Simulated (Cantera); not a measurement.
Cantera with NASA thermochemical tables; ideal gases at 1 bar, condensed phases pure. Values are per mole of reaction as written; species without (g) are pure solids or liquids, kept so even where they would boil at 1 bar.

Problem. Between 300 and 1423 K, where is each reaction favourable under standard conditions?
- N(g) + 2 V₂O₅ → 4 VO₂(g) + NO₂(g)
- 4 V₂O₅ + N₂(g) → 8 VO₂(g) + 2 NO₂(g)

Solution. 
- N(g) + 2 V₂O₅ → 4 VO₂(g) + NO₂(g): ΔG° is 1466 kJ at 300 K and 643 kJ at 1423 K; it stays positive (K < 1). ΔH° is 1480 kJ and ΔS° 588 J/K at 1423 K.
- 4 V₂O₅ + N₂(g) → 8 VO₂(g) + 2 NO₂(g): ΔG° is 3843 kJ at 300 K and 2056 kJ at 1423 K; it stays positive (K < 1). ΔH° is 3916 kJ and ΔS° 1307 J/K at 1423 K.
